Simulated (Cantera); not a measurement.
A Cantera script and what it prints.

```python
import numpy as np
import cantera as ct

gas_names = """
    Cu CuF CuF2 Cu2 F F2 N NF NF2 NF3 N2
""".split()
cond_names = """
    Cu(cr) Cu(L) CuF2(s) CuF2(L)
""".split()


# ... load() reads the species with a 1 bar reference pressure and builds the phases ...
atoms = {
    'CuF2': {'Cu': 1, 'F': 2},
    'N2': {'N': 2},
}
top_T = {}  # K; cautious upper limits of use, not melting points


# ... equilibrate(T, P, feed) seeds the gas with the atoms and calls Mixture.equilibrate('TP', solver="vcs", rtol=1e-11, max_steps=5000) ...
results = []
feed = {'CuF2': 1, 'N2': 1.4}  # mol
T = 1300  # K
P = 360  # Pa
mix = equilibrate(T, P, feed)
results.append((T, P, feed, dict(zip(mix.species_names, mix.species_moles))))
print(gas.report(threshold=1e-06))
for i in range(1, mix.n_phases):
    print(f"{mix.phase(i).name:16s} {mix.phase_moles(i):12.5e} mol")
```

Result:

```
       temperature   1300 K
          pressure   360 Pa
           density   0.0019473 kg/m^3
  mean mol. weight   58.467 kg/kmol
   phase of matter   gas

                          1 kg             1 kmol
                     ---------------   ---------------
          enthalpy       -1.1731e+06       -6.8586e+07  J
   internal energy       -1.3579e+06       -7.9395e+07  J
           entropy            5728.3        3.3491e+05  J/K
    Gibbs function       -8.6198e+06       -5.0397e+08  J
 heat capacity c_p            745.81             43605  J/K
 heat capacity c_v             603.6             35291  J/K

                      mass frac. Y      mole frac. X     chem. pot. / RT
                     ---------------   ---------------   ---------------
               CuF         0.0044323         0.0031394           -42.799
              CuF2           0.71592           0.41222           -67.802
                 F         0.0010201         0.0031394           -25.004
                N2           0.27862            0.5815           -31.752
     [   +7 minor]        2.4669e-08        3.7688e-08

Cu(cr)            0.00000e+00 mol
CuF2(L)           0.00000e+00 mol
```

Method: chemical equilibrium by Gibbs-energy minimisation in Cantera with the NASA 1993 tables (ideal gas, pure condensed phases).
